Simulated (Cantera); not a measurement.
Fe + H2S + H2 (metals in furnace atmospheres)

A closed system holds: 1 mol Fe, 0.0021 mol H2S, 99 mol H2, held at 0.00120 bar.

Cantera equilibrium calculation (NASA polynomials, part measured and part estimated; ideal gas, pure solids and liquids). Candidate condensed phases: Fe, FeS, FeS2, S; 8 gas species. Rates play no part.

From 848 K to 1148 K the condensed part is Fe(α). From 1248 K to 1648 K the condensed part is Fe(γ). From 1748 K to 2048 K nothing is condensed.

```csv
T (K),log p H2,log p H,log p Fe,log p H2S,n Fe(α),n Fe(γ)
848,-2.92,-12.18,<-14,-7.59,1.00,0
948,-2.92,-10.74,<-14,-7.59,1.00,0
1048,-2.92,-9.57,-12.85,-7.59,1.00,0
1148,-2.92,-8.61,-11.10,-7.60,1.000,0
1248,-2.92,-7.79,-9.63,-7.60,0,1.000
1348,-2.92,-7.10,-8.39,-7.61,0,1.000
1448,-2.92,-6.50,-7.32,-7.63,0,0.996
1548,-2.92,-5.97,-6.39,-7.68,0,0.967
1648,-2.92,-5.51,-5.58,-7.78,0,0.784
1748,-2.93,-5.11,-4.92,-7.94,0,0
1848,-2.93,-4.74,-4.92,-8.16,0,0
1948,-2.94,-4.42,-4.93,-8.43,0,0
2048,-2.95,-4.13,-4.93,-8.73,0,0
```
log p: log10 of the partial pressure in bar; n: condensed amount in mol.
